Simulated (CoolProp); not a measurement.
Vapour-liquid equilibrium of m-xylene (1) + n-decane (2) at 197.85 °C; x and y are mole fractions of (1).

Values from CoolProp's multi-fluid Helmholtz-energy mixture model, Zhou 2012 and Lemmon 2006; pair parameters Bell 2016.

| x | bubble pressure (kPa) | y at the bubble point | dew pressure at overall composition x (kPa) | liquid density (mol/L) |
|---|---|---|---|---|
| 0.05 | 189.8 | 0.100 | 184.1 | 4.167 |
| 0.15 | 211.6 | 0.268 | 195.9 | 4.338 |
| 0.25 | 232.9 | 0.405 | 209.1 | 4.522 |
| 0.35 | 253.9 | 0.520 | 224.0 | 4.722 |
| 0.45 | 274.7 | 0.620 | 240.8 | 4.937 |
| 0.55 | 295.6 | 0.707 | 259.8 | 5.172 |
| 0.65 | 316.6 | 0.785 | 281.7 | 5.426 |
| 0.75 | 337.9 | 0.854 | 306.9 | 5.704 |
| 0.85 | 359.5 | 0.917 | 336.5 | 6.008 |
| 0.95 | 381.3 | 0.974 | 371.8 | 6.342 |

No azeotrope shows between x = 0.05 and 0.95.

The pair parameters rest on a limited set of measurements; away from them the model extrapolates.
